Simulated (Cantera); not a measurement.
Cantera run, input and output.

```python
import numpy as np
import cantera as ct

gas = ct.Solution("gri30.yaml")
gas.TPX = 600, 1000000, {'CO': 1, 'H2': 0.044, 'O2': 0.715, 'N2': 2.69}
flame = ct.FreeFlame(gas, width=0.008)
flame.set_refine_criteria(ratio=3, slope=0.08, curve=0.16)
flame.transport_model = "mixture-averaged"
flame.solve(loglevel=0, auto=True)
flame.transport_model = "multicomponent"
flame.soret_enabled = False
flame.solve(loglevel=0, refine_grid=True)
z, T = flame.grid, flame.T
thick = (T[-1] - T[0]) / np.gradient(T, z).max()
show = ['CO', 'H2', 'O2', 'HO2', 'NO', 'CO2']
print(f"laminar burning velocity  {flame.velocity[0] * 100:.3f} cm/s")
print(f"burnt temperature         {T[-1]:.1f} K")
print(f"thermal thickness         {thick * 1e3:.4f} mm")
print(f"grid points               {len(z)}")
z0 = z[flame.heat_release_rate.argmax()]
print(f"{'z/mm':>9s}{'T/K':>9s}{'u/(m/s)':>9s}" + "".join(f"{s:>11s}" for s in show))
rows = []
for k in (-3, -2, -1.5, -1, -0.5, -0.25, 0, 0.25, 0.5, 1, 2, 4, 8):
    zz = z0 + k * thick
    rows.append([k * thick, np.interp(zz, z, T), np.interp(zz, z, flame.velocity),
                 *(np.interp(zz, z, flame.X[gas.species_index(s)]) for s in show)])
    print(f"{rows[-1][0] * 1e3:9.3f}{rows[-1][1]:9.1f}{rows[-1][2]:9.3f}" + "".join(f"{x:11.3e}" for x in rows[-1][3:]))
```

Result:

```
laminar burning velocity  46.141 cm/s
burnt temperature         2394.3 K
thermal thickness         0.0990 mm
grid points               118
     z/mm      T/K  u/(m/s)         CO         H2         O2        HO2         NO        CO2
   -0.297    600.1    0.461  2.248e-01  9.646e-03  1.607e-01  1.430e-08  9.552e-11  4.990e-07
   -0.198    600.9    0.462  2.249e-01  9.113e-03  1.608e-01  2.368e-07  1.621e-09  1.203e-05
   -0.148    603.8    0.464  2.249e-01  8.467e-03  1.608e-01  1.095e-06  7.722e-09  6.975e-05
   -0.099    623.7    0.478  2.240e-01  7.082e-03  1.604e-01  8.040e-06  6.284e-08  6.981e-04
   -0.049    812.6    0.619  2.097e-01  4.228e-03  1.532e-01  1.137e-04  1.566e-06  1.249e-02
   -0.025   1157.1    0.866  1.762e-01  2.264e-03  1.359e-01  2.501e-04  9.789e-06  4.712e-02
    0.000   1578.6    1.148  1.220e-01  6.778e-04  1.067e-01  1.026e-04  2.616e-05  1.091e-01
    0.025   1857.9    1.321  7.898e-02  3.009e-04  8.407e-02  4.731e-05  5.030e-05  1.602e-01
    0.049   2015.7    1.415  5.581e-02  2.751e-04  7.285e-02  2.718e-05  7.744e-05  1.880e-01
    0.099   2169.1    1.505  3.615e-02  2.228e-04  6.419e-02  1.259e-05  1.291e-04  2.115e-01
    0.198   2282.2    1.570  2.227e-02  1.438e-04  5.843e-02  5.507e-06  2.154e-04  2.280e-01
    0.396   2352.5    1.610  1.318e-02  8.671e-05  5.461e-02  2.997e-06  3.450e-04  2.386e-01
    0.792   2386.4    1.629  8.607e-03  5.834e-05  5.260e-02  2.288e-06  5.360e-04  2.439e-01
```

Model: GRI-Mech 3.0 (53 species, 325 reactions), integrated in Cantera. The hydrogen kinetics of GRI-Mech 3.0 are dated; newer H2 mechanisms differ, most at raised pressure. Burning velocities carry a grid error of a few per cent, more on coarse grids.
